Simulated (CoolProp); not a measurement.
The fluid at 204.94 K and 12.1 MPa flows at 0.9 m/s in a round tube of 20 mm bore and 45 µm roughness, fully developed (64/Re and Nu = 3.66 if laminar; Colebrook and Gnielinski if turbulent). The same conditions are run with several fluids, on thermodynamics alone (safety and materials aside).

The numbers come from the reference Helmholtz-energy equation of state of each fluid (R236FA: Pan 2012; R141b: Lemmon 2006; R245fa: Akasaka 2015; R143a: Lemmon and Jacobsen 2000) in CoolProp.

```tsv
fluid	Reynolds number	Darcy friction factor	pressure drop (Pa/m)	heat-transfer coefficient (W/(m² K))	mass flow (kg/h)
R236FA	16700	0.0311	1040	1070	1690
R141b	12600	0.0327	936	899	1440
R245fa	15500	0.0315	1010	1110	1610
R143a	78400	0.0261	659	2510	1270
```

Transport values come from each fluid's own correlations; those of R236FA, R141b, R245fa, R143a are estimates that may be off by 10 % or more.
